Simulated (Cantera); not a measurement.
# Adiabatic ignition

An adiabatic, constant-volume homogeneous reactor starts with CO : H₂ : O₂ : N₂ = 1 : 0.39 : 0.4 : 4.15 (molar parts), equivalence ratio 1.7, at 975 K and 1.00 bar.

Detailed kinetics in Cantera: GRI-Mech 3.0 (53 species, 325 reactions).

```
t (s)     T (K)  P (bar)    x CO    x H₂     x O₂     x HO₂    x H₂O₂    x N₂O
--------  -----  -------  ------  ------  -------  --------  --------  -------
1.00e-5     975     1.00   0.168  0.0657   0.0673  3.05e-11    <1e-12   <1e-12
2.59e-5     975     1.00   0.168  0.0657   0.0673  1.86e-10    <1e-12   <1e-12
6.69e-5     975     1.00   0.168  0.0657   0.0673   1.36e-9  1.08e-12   <1e-12
0.000173    975     1.00   0.168  0.0657   0.0673   1.25e-8  2.33e-11   <1e-12
0.000448    975     1.00   0.168  0.0657   0.0673   3.31e-7   1.14e-9   <1e-12
0.00116    1330     1.34   0.152  0.0201   0.0367   2.28e-5   1.73e-6  3.45e-8
0.00299    2258     2.16  0.0948  0.0117  7.06e-5   2.15e-8   3.85e-9  1.72e-8
0.00775    2262     2.17  0.0948  0.0117  3.19e-5   9.16e-9   1.94e-9  1.29e-8
0.0200     2262     2.17  0.0948  0.0117  3.17e-5   9.09e-9   1.93e-9  1.30e-8
0.0518     2262     2.17  0.0948  0.0118  3.15e-5   9.06e-9   1.92e-9  1.33e-8
0.134      2262     2.16  0.0948  0.0118  3.14e-5   9.03e-9   1.92e-9  1.37e-8
0.347      2262     2.16  0.0948  0.0118  3.14e-5   9.02e-9   1.92e-9  1.38e-8
0.897      2262     2.16  0.0948  0.0118  3.14e-5   9.02e-9   1.92e-9  1.38e-8
2.32       2262     2.16  0.0948  0.0118  3.14e-5   9.02e-9   1.92e-9  1.38e-8
6.00       2262     2.16  0.0948  0.0118  3.14e-5   9.02e-9   1.92e-9  1.38e-8
```
x: mole fraction; the columns are a selection and need not sum to one.

```
Property                                                             Value
---------------------------------  ---------------------------------------
time of steepest temperature rise                                  1.16 ms
temperature at 6.00 s                                               2262 K
equilibrium temperature                                             2262 K
x(CO) at 6.00 s                      0.0948 (gas-phase equilibrium 0.0948)
x(H₂) at 6.00 s                      0.0118 (gas-phase equilibrium 0.0118)
x(O₂) at 6.00 s                    3.14e-5 (gas-phase equilibrium 3.14e-5)
```
